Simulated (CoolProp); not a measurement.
A closed Brayton cycle with carbon dioxide: compressor inlet 328.15 K and 9.7 MPa, high pressure 21.1 MPa, turbine inlet 675 K, compressor efficiency 0.85, turbine efficiency 0.85, recuperator effectiveness 0 (on enthalpy, no pinch check). Each further row changes one setting.

Computed with CoolProp (reference Helmholtz-energy equation of state, Span 1996).

| case | thermal efficiency (%) | net work (kJ/kg) | compressor to turbine work | compressor exit (K) | turbine exit (K) |
|---|---|---|---|---|---|
| as stated | 10.6 | 42.7 | 0.45 | 386.4 | 594.8 |
| turbine inlet 625 K | 10.4 | 35.4 | 0.50 | 386.4 | 547.6 |
| compressor inlet 338.15 K | 10.0 | 36.7 | 0.53 | 403.8 | 594.8 |
| high pressure 17.9 MPa | 8.7 | 35.9 | 0.42 | 373.9 | 611.6 |
| recuperator effectiveness 0.5 | 15.4 | 42.7 | 0.45 | 386.4 | 594.8 |
